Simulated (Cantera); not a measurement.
Charge: 1 mol toluene, 1.5 mol H2O, 31 mol N2, held at 750 Torr.

These are equilibrium values from Cantera (NASA tables, ideal gas, pure condensed phases), not measurements of a reactor. Candidate condensed phases: C, C6H6, C7H8, C8H18, H2O; 169 gas species. Ions and electrons are included (thermal ionisation). Equilibrium is a limit: real reactors are often held back by kinetics, nucleation or transport.

Which condensed phases are stable at each of these points (T (K)): 2000, 2500, 3000, 3500, 4000, 4500, 5000?


| T (K) | condensed phases | C condensed (%) |
|---|---|---|
| 2000 | C(graphite) | 75.6 |
| 2500 | C(graphite) | 63.3 |
| 3000 | C(graphite) | 35.6 |
| 3500 | gas only | 0.0 |
| 4000 | gas only | 0.0 |
| 4500 | gas only | 0.0 |
| 5000 | gas only | 0.0 |

From 2000 K to 3000 K the condensed part is C(graphite). From 3500 K to 5000 K nothing is condensed.
